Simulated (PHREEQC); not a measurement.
Make-up at 20 °C: 0.38 mmol/kgw H4SiO4. Closed to the air; pH follows from the charge balance.

The numbers come from PHREEQC with the ion-association model, phreeqc.dat.

No solid was allowed to form.

Question: Predict the pH, ionic strength.

Answer: pH 6.63; ionic strength 2.32e-7 mol/kgw.

Examples of supersaturated solids here: Quartz (slow to form), Chalcedony (slow to form). Others may be too. Complexes and solids missing from the database can't appear.
